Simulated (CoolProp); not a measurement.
A single-stage vapour-compression cycle with sulfur hexafluoride: evaporating at 244.15 K (dew point), condensing at 292.15 K (bubble point), superheat 2 K, subcooling 2 K, compressor efficiency 0.9, no pressure losses. Each further row changes one setting.

Computed with CoolProp (reference Helmholtz-energy equation of state, Guder 2009).

```
case                              cooling COP  pressure ratio  discharge temperature (K)  refrigerating effect (kJ/kg)  volumetric capacity (kJ/m³)
--------------------------------  -----------  --------------  -------------------------  ----------------------------  ---------------------------
as stated                                2.99            4.02                      296.7                          56.2                         2320
evaporating temperature 249.15 K         3.54            3.39                        [?]                           [?]                         2840
condensing temperature 287.15 K          3.59            3.55                      291.4                          61.8                         2550
subcooling 7 K                           3.29            4.02                      296.7                          61.9                          [?]
superheat 12 K                           3.11            4.02                        [?]                           [?]                         2440
compressor efficiency 0.8                2.66            4.02                      299.2                          56.2                         2320
```

### Question
What belongs in the gaps?

### Answer

- evaporating temperature 249.15 K, discharge temperature (K): 296.4
- evaporating temperature 249.15 K, refrigerating effect (kJ/kg): 58.2
- subcooling 7 K, volumetric capacity (kJ/m³): 2560
- superheat 12 K, discharge temperature (K): 305.2
- superheat 12 K, refrigerating effect (kJ/kg): 62.6
